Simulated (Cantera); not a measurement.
Cantera run:

```python
import numpy as np
import cantera as ct

gas_names = """
    H HNO HNO2 HNO3 HO2 H2 H2O H2O2 N NH NH2 NH3 NH2OH NO NO2 NO3 N2 N2H2 N2H4 N2O O OH O2 O3 Si SiH
    SiH2 SiH3 SiH4 SiN SiO SiO2 Si2 Si2N Si3
""".split()
cond_names = """
    H2O(s) H2O(L) Si(cr) Si(L) SiO2(Lqz) SiO2(hqz) SiO2(L) Si2N2O(s) Si3N4(a)
""".split()


def load(file, names, dense=False):
    # The tables refer to 1 bar. Condensed volumes are neglected.
    table = {s.name: s for s in ct.Species.list_from_file(file)}
    out = []
    for n in names:
        d = dict(table[n].input_data)
        d["thermo"] = dict(d["thermo"], **{"reference-pressure": 1e5})
        if dense:
            d["equation-of-state"] = {"model": "constant-volume", "density": "1e6 g/cm^3"}
        out.append(ct.Species.from_dict(d))
    return out


gas = ct.Solution(thermo="ideal-gas", species=load("nasa_gas.yaml", gas_names))
cond = {s.name: ct.Solution(thermo="fixed-stoichiometry", species=[s], name=s.name)
        for s in load("nasa_condensed.yaml", cond_names, dense=True)}
atoms = {
    'Si3N4': {'Si': 3, 'N': 4},
    'N2O': {'N': 2, 'O': 1},
    'H2': {'H': 2},
}
top_T = {'Si2N2O(s)': 2100, 'Si3N4(a)': 2400}  # K; cautious upper limits of use, not melting points


def equilibrate(T, P, feed):
    n = {}
    for name, mol in feed.items():
        for a, k in atoms[name].items():
            n[a] = n.get(a, 0.0) + k * mol
    gas.TPX = T, P, n
    mass = sum(n.values()) * gas.mean_molecular_weight
    gas.equilibrate("TP")
    valid = [c for c in cond.values() if c.min_temp <= T <= top_T.get(c.name, c.max_temp)]
    mix = ct.Mixture([(gas, mass / gas.mean_molecular_weight)] + [(c, 0.0) for c in valid])
    mix.T, mix.P = T, P
    mix.equilibrate("TP", solver="vcs", rtol=1e-11, max_steps=5000)
    return mix


results = []
feed = {'Si3N4': 1, 'N2O': 0.64, 'H2': 67}  # mol
P = 0.11  # Pa
for T in [1523, 1573, 1623, 1673, 1723, 1773, 1823, 1873, 1923, 1973, 2023, 2073, 2123]:
    mix = equilibrate(T, P, feed)
    results.append((T, P, feed, dict(zip(mix.species_names, mix.species_moles))))

top = {s: max(r[3][s] / sum(r[3][g] for g in gas_names) for r in results) for s in gas_names}
cols = sorted((s for s in top if top[s] > 0.0001), key=lambda s: -top[s])[:5]
seen = [c for c in cond_names if any(r[3].get(c, 0) > 1e-12 for r in results)]
print("log10 of partial pressures in bar; condensed amounts in mol")
print(f"{'T/K':>10s}" + "".join(f"{s[:9]:>10s}" for s in cols + seen))
for T, P, feed, n in results:
    ng = sum(n[g] for g in gas_names)
    print(f"{T:10.4g}" + "".join(f"{np.log10(max(n[s] / ng * P / 1e5, 1e-99)):10.3f}" for s in cols)
          + "".join(f"{n.get(c, 0):10.4g}" for c in seen))
```

It prints:

```
log10 of partial pressures in bar; condensed amounts in mol
       T/K        H2         H        N2        Si       SiO    Si(cr)
      1523    -5.996    -7.634    -7.396    -7.744    -8.011     1.167
      1573    -6.011    -7.396    -7.406    -7.458    -8.022         0
      1623    -6.022    -7.172    -7.412    -7.462    -8.027         0
      1673    -6.041    -6.964    -7.420    -7.470    -8.036         0
      1723    -6.069    -6.774    -7.433    -7.482    -8.048         0
      1773    -6.111    -6.602    -7.451    -7.500    -8.066         0
      1823    -6.172    -6.449    -7.475    -7.524    -8.090         0
      1873    -6.257    -6.319    -7.505    -7.554    -8.121         0
      1923    -6.372    -6.212    -7.540    -7.589    -8.156         0
      1973    -6.520    -6.130    -7.577    -7.626    -8.192         0
      2023    -6.700    -6.072    -7.610    -7.658    -8.225         0
      2073    -6.906    -6.033    -7.636    -7.684    -8.251         0
      2123    -7.129    -6.010    -7.654    -7.702    -8.269         0
```

Equilibrium computed with Cantera from the NASA thermochemical tables; the gas is ideal and each condensed phase is pure.
